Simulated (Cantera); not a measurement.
A Cantera script and what it prints.

```python
import numpy as np
import cantera as ct

gas_names = """
    B BCL BCL2 BCL3 BO BOCL BO2 B2 B2O B2O2 B2O3 B3O3CL3 CL CLO CL2 O O2 O3
""".split()
cond_names = """
    B(b) B(L) B2O3(L)
""".split()


# ... load() reads the species with a 1 bar reference pressure and builds the phases ...
atoms = {
    'B2O3': {'B': 2, 'O': 3},
    'BCl3': {'B': 1, 'CL': 3},
}
top_T = {}  # K; cautious upper limits of use, not melting points


# ... equilibrate(T, P, feed) seeds the gas with the atoms and calls Mixture.equilibrate('TP', solver="vcs", rtol=1e-11, max_steps=5000) ...
results = []
feed = {'B2O3': 1, 'BCl3': 4.3}  # mol
T = 1273.15  # K
P = 13332.2  # Pa
mix = equilibrate(T, P, feed)
results.append((T, P, feed, dict(zip(mix.species_names, mix.species_moles))))
x = sorted(zip(gas.X, gas.species_names), reverse=True)
print(f"T = {T:g} K  P = {P:g} Pa  gas = {mix.phase_moles(0):.4g} mol")
print("   x: " + "  ".join(f"{s} {v:.3e}" for v, s in x if v > 1e-05))
print("   condensed (mol): " + ("  ".join(f"{mix.phase(i).name} {mix.phase_moles(i):.4g}"
      for i in range(1, mix.n_phases) if mix.phase_moles(i) > 1e-12) or "none"))
```

It prints:

```
T = 1273.15 K  P = 13332.2 Pa  gas = 4.301 mol
   x: BCL3 7.700e-01  B3O3CL3 2.295e-01  BOCL 4.465e-04  BCL2 1.520e-05  CL 1.469e-05
   condensed (mol): B2O3(L) 0.01222
```

Equilibrium computed with Cantera from the NASA thermochemical tables; the gas is ideal and each condensed phase is pure. The tables' values for BOCl, BCl2 are old estimates; treat these amounts as uncertain.
